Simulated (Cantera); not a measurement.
What does this Cantera script print?

```python
import numpy as np
import cantera as ct

gas = ct.Solution("gri30.yaml")
gas.TPX = 1175, 56000, {'N2O': 1, 'O2': 1.4}
reactor = ct.IdealGasConstPressureReactor(gas, energy="off", clone=False)
net = ct.ReactorNet([reactor])
net.rtol, net.atol = 1e-08, 1e-18
show = ['N2O', 'O2', 'NO', 'NO2', 'N2']
times = np.geomspace(0.0006, 4, 9)

steps = ct.SolutionArray(gas, extra=["t"])
rows = []
print(f"{'t/s':>10s}{'T/K':>9s}{'P/Pa':>11s}" + "".join(f"{s:>11s}" for s in show))
for t in times:
    while net.time < t:
        t_next = net.step()
        steps.append(gas.state, t=t_next)
    rows.append([np.interp(t, steps.t, y) for y in (steps.T, steps.P, *steps(*show).X.T)])
    print(f"{t:10.3e}{rows[-1][0]:9.1f}{rows[-1][1]:11.4g}" + "".join(f"{x:11.3e}" for x in rows[-1][2:]))
rate = np.gradient(steps.T, steps.t)
print("integrator steps:", len(steps.t))
if steps.T.max() > steps.T[0] + 200:
    print(f"time of steepest temperature rise: {steps.t[rate.argmax()]:.4e} s")
gas.TPX = 1175, 56000, {'N2O': 1, 'O2': 1.4}
gas.equilibrate("TP")
print(f"equilibrium (TP): T = {gas.T:.1f} K  " + "  ".join(f"{s} {gas[s].X[0]:.3e}" for s in show))
```

Result:

```
       t/s      T/K       P/Pa        N2O         O2         NO        NO2         N2
 6.000e-04   1175.0    5.6e+04  4.166e-01  5.833e-01  4.662e-06  2.697e-10  4.794e-05
 1.804e-03   1175.0    5.6e+04  4.165e-01  5.834e-01  1.446e-05  2.567e-09  1.462e-04
 5.422e-03   1175.0    5.6e+04  4.161e-01  5.834e-01  4.389e-05  2.287e-08  4.415e-04
 1.630e-02   1175.0    5.6e+04  4.150e-01  5.836e-01  1.320e-04  1.872e-07  1.327e-03
 4.899e-02   1175.0    5.6e+04  4.116e-01  5.840e-01  3.944e-04  1.280e-06  3.971e-03
 1.473e-01   1175.0    5.6e+04  4.018e-01  5.853e-01  1.163e-03  6.192e-06  1.175e-02
 4.427e-01   1175.0    5.6e+04  3.739e-01  5.890e-01  3.316e-03  2.111e-05  3.372e-02
 1.331e+00   1175.0    5.6e+04  3.040e-01  5.984e-01  8.595e-03  5.797e-05  8.890e-02
 4.000e+00   1175.0    5.6e+04  1.744e-01  6.162e-01  1.768e-02  1.229e-04  1.917e-01
integrator steps: 545
equilibrium (TP): T = 1175.0 K  N2O 6.660e-09  O2 6.551e-01  NO 1.890e-04  NO2 4.758e-06  N2 3.447e-01
```

Cantera simulation using GRI-Mech 3.0 (53 species, 325 reactions); the numbers are that mechanism's predictions, not measurements. GRI-Mech 3.0 was tuned for natural gas; its chemistry of N2O as a main component is partial and can be far from experiment. The mechanism lacks the step 2 NO + O2 → 2 NO2, which can matter for NO2 below about 1400 K. The temperature is held fixed by assumption; the heat of reaction is taken as removed at once.
